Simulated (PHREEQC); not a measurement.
Dissolve 0.0038 mol/kgw LiOH at 20 °C. Closed to the air; pH follows from the charge balance.

Equilibrium calculation in PHREEQC: ion-association model, phreeqc.dat.

```yaml
pH: 11.71
ionic_strength: 0.00380 mol/kgw
specific_conductance: 763 µS/cm
total_alkalinity: 3.80 meq/kg
```

```json
[
 {"species": "OH-", "molality": "0.00380", "activity": "0.00355", "log γ": "-0.029"},
 {"species": "Li+", "molality": "0.00380", "activity": "0.00356", "log γ": "-0.028"}
]
```

No solid was allowed to form.
